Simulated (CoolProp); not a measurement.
A Linde-Hampson liquefier for CF4 (R14): isothermal reversible compression at 250 K from 1 atm to 20 MPa, throttling to 1 atm, return gas leaving the recuperator 10 K below the feed. Each further row changes one setting.

The numbers come from the reference Helmholtz-energy equation of state, Platzer 1990 in CoolProp. This equation is an older, rougher fit; its heat capacities, sound speeds and derivatives of the liquid may be far off and weren't checked against measurements.

```
case                        liquid yield per pass  compression work (kJ/kg of gas)
--------------------------  ---------------------  -------------------------------
as stated                                     [?]                              100
high pressure 40 MPa                          [?]                              [?]
warm-end temperature 280 K                  0.310                              [?]
warm-end gap 15 K                             [?]                              100
```

**Question.** Complete the blanks.

**Answer.** 
- as stated, liquid yield per pass: 0.416
- high pressure 40 MPa, liquid yield per pass: 0.408
- high pressure 40 MPa, compression work (kJ/kg of gas): 116
- warm-end temperature 280 K, compression work (kJ/kg of gas): 121
- warm-end gap 15 K, liquid yield per pass: 0.406
